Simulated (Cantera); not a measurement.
Charge: 1 mol SiO2, 1.4 mol HCl, a varied amount of H2, 12 mol Cl2, held at 1173.15 K and 10000 Pa.

Equilibrium computed with Cantera from the NASA thermochemical tables; the gas is ideal and each condensed phase is pure. Candidate condensed phases: H2O, Si, SiO2; 30 gas species. The tables hold silica as quartz up to 1696 K and as liquid above; real silica turns to tridymite and cristobalite and melts near 1996 K. Kinetics and transport are ignored.

Question: At 11 mol H2, list the 5 most abundant gas species with their mole fractions, and the condensed phases.

Answer: HCl 0.958, Cl2 0.0398, Cl 0.00224, H2O 0.000192, SiCl4 9.62e-5. Condensed: SiO2(β-quartz).
